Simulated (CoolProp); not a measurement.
Model: reference Helmholtz-energy equation of state, Fiedler 2023, in CoolProp.

Task: For tetrahydrofuran, give the phase and the density (kg/m³), Joule-Thomson coefficient (K/MPa), isothermal compressibility (1/MPa), fugacity coefficient at 73.95 °C and 101 kPa.

Result: 
- 73.95 °C and 101 kPa: gas; density 2.59, Joule-Thomson coefficient 24.9, isothermal compressibility 10.2, fugacity coefficient 0.975
